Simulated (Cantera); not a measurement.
## NO annealing gas

An isothermal, constant-pressure homogeneous reactor starts with 41.7 % NO, 58.3 % N2, at 2075 K and 20.0 Torr.

Computed with Cantera and GRI-Mech 3.0 (53 species, 325 reactions). Radical loss at walls, strong at low pressure, is not modelled.

| t (s) | x NO | x N2 | x NO2 | x O | x N2O |
|---|---|---|---|---|---|
| 3.00e-6 | 0.417 | 0.583 | <1e-12 | 2.73e-8 | 2.73e-8 |
| 1.02e-5 | 0.417 | 0.583 | 1.04e-11 | 9.23e-8 | 9.22e-8 |
| 3.44e-5 | 0.417 | 0.583 | 1.18e-10 | 3.13e-7 | 3.12e-7 |
| 0.000116 | 0.417 | 0.583 | 1.34e-9 | 1.06e-6 | 1.05e-6 |
| 0.000393 | 0.417 | 0.583 | 1.45e-8 | 3.64e-6 | 3.50e-6 |
| 0.00133 | 0.417 | 0.583 | 1.39e-7 | 1.28e-5 | 1.13e-5 |
| 0.00451 | 0.417 | 0.583 | 1.01e-6 | 4.82e-5 | 3.25e-5 |
| 0.0152 | 0.416 | 0.583 | 4.86e-6 | 0.000195 | 6.68e-5 |
| 0.0516 | 0.415 | 0.584 | 1.25e-5 | 0.000591 | 7.31e-5 |
| 0.175 | 0.408 | 0.587 | 1.80e-5 | 0.000879 | 6.51e-5 |
| 0.591 | 0.383 | 0.600 | 2.72e-5 | 0.00120 | 5.31e-5 |
| 2.00 | 0.285 | 0.648 | 3.87e-5 | 0.00196 | 2.52e-5 |
x: mole fraction; the columns are a selection and need not sum to one.

Equilibrium at this temperature and pressure: NO 0.00918, N2 0.786, NO2 2.24e-6, O 0.00323, N2O 8.37e-8 (gas phase only).
